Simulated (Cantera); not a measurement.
A perfectly stirred reactor is fed with H₂ : O₂ : N₂ : H₂O = 1 : 0.658 : 2.47 : 0.82 (molar parts), equivalence ratio 0.76, at 720000 Pa; it is adiabatic with a 725 K inlet, and is followed from long to short residence time, starting on the burning branch (τ in s: 0.31, 0.11, 0.042, 0.016, 0.0057, 0.0021, 0.00078, 0.00029, 0.00011, 3.9e-05).

Model: the H2/O2 subset of GRI-Mech 3.0, which has no nitrogen chemistry, integrated in Cantera. The hydrogen kinetics of GRI-Mech 3.0 are dated; newer H2 mechanisms differ, most at raised pressure.

x: mole fraction; the columns are a selection and need not sum to one.

```csv
τ (s),T (K),x H₂,x O₂,x H₂O,x H₂O₂,x H,x OH
0.31,2121,0.000565,0.0350,0.407,5.56e-7,3.19e-5,0.00283
0.11,2121,0.000576,0.0350,0.407,5.59e-7,3.26e-5,0.00285
0.042,2121,0.000601,0.0350,0.407,5.67e-7,3.43e-5,0.00288
0.016,2120,0.000666,0.0350,0.407,5.86e-7,3.87e-5,0.00295
0.0057,2118,?,0.0350,0.406,?,?,0.00315
0.0021,2114,0.00124,0.0351,0.405,7.54e-7,8.47e-5,0.00357
0.00078,2105,0.00205,0.0353,0.404,9.81e-7,0.000169,0.00430
0.00029,2089,0.00360,0.0357,0.401,1.37e-6,0.000377,0.00537
0.00011,2062,0.00627,0.0366,0.397,1.93e-6,0.000852,0.00670
3.9e-5,2014,?,0.0384,0.389,?,?,?
```

### Question
Some entries are withheld; supply them.

### Answer

- 0.0057, x H₂: 0.000842
- 0.0057, x H₂O₂: 6.38e-7
- 0.0057, x H: 5.15e-5
- 3.9e-5, x H₂: 0.0111
- 3.9e-5, x H₂O₂: 2.76e-6
- 3.9e-5, x H: 0.00199
- 3.9e-5, x OH: 0.00824
